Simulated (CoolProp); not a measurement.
The fluid at 298.15 K and 2.1 MPa flows at 0.24 m/s in a round tube of 50 mm bore and 15 µm roughness, fully developed (64/Re and Nu = 3.66 if laminar; Colebrook and Gnielinski if turbulent). The same conditions are run with several fluids, on thermodynamics alone (safety and materials aside).

The numbers come from the reference Helmholtz-energy equation of state of each fluid (C2F6 (R116): Lemmon 2006; R13: Platzer 1990; ethane: Bücker 2006; carbon dioxide: Span 1996; oxygen: Schmidt 1985) in CoolProp. The equations of Platzer and Polt are older, rougher fits.

### Question
Rank C2F6 (R116), R13, ethane, carbon dioxide, oxygen by Reynolds number, highest first.

### Answer
C2F6 (R116) (124000), R13 (89200), ethane (37000), carbon dioxide (33200), oxygen (15700)

| fluid | Darcy friction factor | pressure drop (Pa/m) | heat-transfer coefficient (W/(m² K)) | mass flow (kg/h) |
|---|---|---|---|---|
| C2F6 (R116) | 0.0189 | 1.74 | 93.4 | 271 |
| R13 | 0.0198 | 1.31 | 60.3 | 195 |
| ethane | 0.0233 | 0.416 | 47.7 | 52.7 |
| carbon dioxide | 0.0238 | 0.576 | 32.1 | 71.3 |
| oxygen | 0.0281 | 0.444 | 24.0 | 46.6 |

Transport values come from each fluid's own correlations; those of C2F6 (R116), R13 are estimates that may be off by 10 % or more.
